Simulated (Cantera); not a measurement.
Cantera run:

```python
import numpy as np
import cantera as ct

gas_names = """
    H HO2 H2 H2O H2O2 Li LiH LiO LiOH Li2 Li2O Li2O2 Li2O2H2 O OH O2 O3
""".split()
cond_names = """
    H2O(s) H2O(L) Li(cr) Li(L) LiH(s) LiH(L) LiOH(s) LiOH(L) Li2O(s) Li2O(L)
""".split()


def load(file, names, dense=False):
    # The tables refer to 1 bar. Condensed volumes are neglected.
    table = {s.name: s for s in ct.Species.list_from_file(file)}
    out = []
    for n in names:
        d = dict(table[n].input_data)
        d["thermo"] = dict(d["thermo"], **{"reference-pressure": 1e5})
        if dense:
            d["equation-of-state"] = {"model": "constant-volume", "density": "1e6 g/cm^3"}
        out.append(ct.Species.from_dict(d))
    return out


gas = ct.Solution(thermo="ideal-gas", species=load("nasa_gas.yaml", gas_names))
cond = {s.name: ct.Solution(thermo="fixed-stoichiometry", species=[s], name=s.name)
        for s in load("nasa_condensed.yaml", cond_names, dense=True)}
atoms = {
    'LiOH': {'Li': 1, 'O': 1, 'H': 1},
    'H2O': {'H': 2, 'O': 1},
}
top_T = {}  # K; cautious upper limits of use, not melting points


def equilibrate(T, P, feed):
    n = {}
    for name, mol in feed.items():
        for a, k in atoms[name].items():
            n[a] = n.get(a, 0.0) + k * mol
    gas.TPX = T, P, n
    mass = sum(n.values()) * gas.mean_molecular_weight
    gas.equilibrate("TP")
    valid = [c for c in cond.values() if c.min_temp <= T <= top_T.get(c.name, c.max_temp)]
    mix = ct.Mixture([(gas, mass / gas.mean_molecular_weight)] + [(c, 0.0) for c in valid])
    mix.T, mix.P = T, P
    mix.equilibrate("TP", solver="vcs", rtol=1e-11, max_steps=5000)
    return mix


results = []
feed = {'LiOH': 1, 'H2O': 0.085}  # mol
P = 133.322  # Pa
for T in [1298, 1348, 1398, 1448, 1498, 1548, 1598, 1648, 1698, 1748, 1798, 1848]:
    mix = equilibrate(T, P, feed)
    results.append((T, P, feed, dict(zip(mix.species_names, mix.species_moles))))
    x = sorted(zip(gas.X, gas.species_names), reverse=True)
    print(f"T = {T:g} K  P = {P:g} Pa  gas = {mix.phase_moles(0):.4g} mol")
    print("   x: " + "  ".join(f"{s} {v:.3e}" for v, s in x if v > 1e-06))
    print("   condensed (mol): " + ("  ".join(f"{mix.phase(i).name} {mix.phase_moles(i):.4g}"
          for i in range(1, mix.n_phases) if mix.phase_moles(i) > 1e-12) or "none"))
```

It prints:

```
T = 1298 K  P = 133.322 Pa  gas = 0.6117 mol
   x: H2O 9.124e-01  LiOH 8.695e-02  Li2O2H2 2.764e-04  H2 2.089e-04  O2 1.003e-04  OH 2.397e-05  Li2O 9.530e-06  Li 7.193e-06
   condensed (mol): Li2O(s) 0.4732
T = 1348 K  P = 133.322 Pa  gas = 0.6343 mol
   x: H2O 8.441e-01  LiOH 1.549e-01  Li2O2H2 3.746e-04  H2 3.494e-04  O2 1.707e-04  OH 4.607e-05  Li2O 3.897e-05  Li 2.934e-05  H 1.185e-06
   condensed (mol): Li2O(s) 0.4506
T = 1398 K  P = 133.322 Pa  gas = 0.6715 mol
   x: H2O 7.418e-01  LiOH 2.566e-01  H2 5.366e-04  Li2O2H2 4.674e-04  O2 2.752e-04  Li2O 1.433e-04  Li 1.084e-04  OH 8.183e-05  H 3.002e-06
   condensed (mol): Li2O(s) 0.4134
T = 1448 K  P = 133.322 Pa  gas = 0.7292 mol
   x: H2O 6.044e-01  LiOH 3.929e-01  H2 7.376e-04  Li2O2H2 5.260e-04  Li2O 4.795e-04  O2 4.269e-04  Li 3.653e-04  OH 1.337e-04  H 6.856e-06  LiO 3.198e-06  O 1.104e-06
   condensed (mol): Li2O(s) 0.3559
T = 1498 K  P = 133.322 Pa  gas = 0.811 mol
   x: LiOH 5.506e-01  H2O 4.446e-01  Li2O 1.473e-03  Li 1.123e-03  H2 8.699e-04  O2 6.645e-04  Li2O2H2 5.210e-04  OH 2.012e-04  H 1.388e-05  LiO 9.924e-06  O 2.786e-06  Li2O2 1.117e-06
   condensed (mol): Li2O(s) 0.2747
T = 1548 K  P = 133.322 Pa  gas = 0.9129 mol
   x: LiOH 7.011e-01  H2O 2.888e-01  Li2O 4.187e-03  Li 3.119e-03  O2 1.120e-03  H2 8.332e-04  Li2O2H2 4.458e-04  OH 2.819e-04  LiO 2.933e-05  H 2.434e-05  O 6.992e-06  Li2O2 3.446e-06
   condensed (mol): Li2O(s) 0.1743
T = 1598 K  P = 133.322 Pa  gas = 1.022 mol
   x: LiOH 8.124e-01  H2O 1.651e-01  Li2O 1.111e-02  Li 7.788e-03  O2 2.144e-03  H2 6.327e-04  OH 3.725e-04  Li2O2H2 3.288e-04  LiO 8.412e-05  H 3.667e-05  O 1.796e-05  Li2O2 1.069e-05
   condensed (mol): Li2O(s) 0.0692
T = 1648 K  P = 133.322 Pa  gas = 1.098 mol
   x: LiOH 8.511e-01  H2O 1.060e-01  Li2O 2.128e-02  Li 1.599e-02  O2 4.062e-03  H2 5.228e-04  OH 5.079e-04  Li2O2H2 2.058e-04  LiO 1.995e-04  H 5.577e-05  O 4.420e-05  Li2O2 2.409e-05
   condensed (mol): none
T = 1698 K  P = 133.322 Pa  gas = 1.106 mol
   x: LiOH 8.350e-01  H2O 1.100e-01  Li 2.459e-02  Li2O 2.194e-02  O2 6.207e-03  OH 8.165e-04  H2 7.528e-04  LiO 3.216e-04  Li2O2H2 1.168e-04  H 1.087e-04  O 9.442e-05  Li2O2 2.649e-05  LiH 1.266e-06
   condensed (mol): none
T = 1748 K  P = 133.322 Pa  gas = 1.117 mol
   x: LiOH 8.139e-01  H2O 1.149e-01  Li 3.656e-02  Li2O 2.206e-02  O2 9.175e-03  OH 1.280e-03  H2 1.075e-03  LiO 4.975e-04  H 2.051e-04  O 1.923e-04  Li2O2H2 6.747e-05  Li2O2 2.818e-05  LiH 2.161e-06
   condensed (mol): none
T = 1798 K  P = 133.322 Pa  gas = 1.132 mol
   x: LiOH 7.870e-01  H2O 1.207e-01  Li 5.257e-02  Li2O 2.158e-02  O2 1.313e-02  OH 1.959e-03  H2 1.525e-03  LiO 7.386e-04  H 3.766e-04  O 3.746e-04  Li2O2H2 3.945e-05  Li2O2 2.891e-05  LiH 3.564e-06
   condensed (mol): none
T = 1848 K  P = 133.322 Pa  gas = 1.152 mol
   x: LiOH 7.532e-01  H2O 1.274e-01  Li 7.316e-02  Li2O 2.045e-02  O2 1.818e-02  OH 2.932e-03  H2 2.156e-03  LiO 1.052e-03  O 6.994e-04  H 6.742e-04  Li2O2 2.849e-05  Li2O2H2 2.319e-05  LiH 5.689e-06
   condensed (mol): none
```

Method: chemical equilibrium by Gibbs-energy minimisation in Cantera with the NASA 1993 tables (ideal gas, pure condensed phases).
